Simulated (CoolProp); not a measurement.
Vapour-liquid equilibrium of n-hexane (1) + dimethyl carbonate (2) at 309 K; x and y are mole fractions of (1).

Values from CoolProp's multi-fluid Helmholtz-energy mixture model, Thol 2019 and Zhou 2011; pair parameters Bell 2016.

Task: Give the bubble pressure and the first vapour's composition at x = 0.05, 0.35, 0.65. Is there an azeotrope?

Result: x = 0.05: 0.02028 MPa, y = 0.415; x = 0.35: 0.03309 MPa, y = 0.688; x = 0.65: 0.03438 MPa, y = 0.729. y crosses x between x = 0.65 and 0.8: the model has an azeotrope there.

Pair parameters are fitted to limited data, so mixtures are less certain than the pure fluids. With so large a gap from Raoult's law the liquid may split in two, which this calculation doesn't test in full.
